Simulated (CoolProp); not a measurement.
The numbers come from the reference Helmholtz-energy equation of state, Smukala 2000 in CoolProp.

Question: For ethylene, give the phase and the speed of sound (m/s) at 176.85 °C and 7.56 bar; 176.85 °C and 30.3 bar.

Answer: 
- 176.85 °C and 7.56 bar: gas; speed of sound 392
- 176.85 °C and 30.3 bar: gas; speed of sound 386
